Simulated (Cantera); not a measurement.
Feed: 1 mol SiH₄, 45 mol N₂, at 2098.15 K and 0.113 Torr.

Method: chemical equilibrium by Gibbs-energy minimisation in Cantera with the NASA 1993 tables (ideal gas, pure condensed phases). Candidate condensed phases: Si, Si₃N₄; 18 gas species. The tables' values for SiN are old estimates; treat these amounts as uncertain. Rates play no part.

Base state: N₂ 0.920, H 0.0374, H₂ 0.0222, Si 0.0204, SiN 4.98e-5, SiH 2.02e-5 (mole fractions); condensed: gas only.

Problem. What changes in the equilibrium state with this change: temperature from 2098.15 K to 1398 K?

Solution. 
```tsv
species	before	after
N₂	0.920	0.957
H₂	0.0222	0.0431
H	0.0374	8.02e-5
Si	0.0204	5.89e-7
SiN	4.98e-5	1.45e-8
SiH	2.02e-5	7.55e-9
Si₃N₄(s), mol	0	0.333
```
N₂ is the only nitrogen source here; it is nearly inert below about 1500 K, so the nitride shown seldom forms there in practice.

Problem. What changes in the equilibrium state with this change: N₂ from 45 to 3.8 mol?

Solution. 
| species | before | after |
|---|---|---|
| N₂ | 0.920 | 0.526 |
| H₂ | 0.0222 | 0.218 |
| Si | 0.0204 | 0.137 |
| H | 0.0374 | 0.117 |
| Si₂ | 6.17e-6 | 0.000280 |
| Si₂N | 1.40e-6 | 4.80e-5 |
| SiH | 2.02e-5 | 0.000427 |
| SiN | 4.98e-5 | 0.000254 |

Problem. What changes in the equilibrium state with this change: N₂ from 45 to 0.31 mol?

Solution. 
| species | before | after |
|---|---|---|
| H₂ | 0.0222 | 0.467 |
| Si | 0.0204 | 0.273 |
| H | 0.0374 | 0.172 |
| N₂ | 0.920 | 0.0857 |
| Si₃ | 2.95e-8 | 7.08e-5 |
| SiH₂ | 9.35e-8 | 2.64e-5 |
Gases not in the tables: Si₂H₆ and higher silanes.
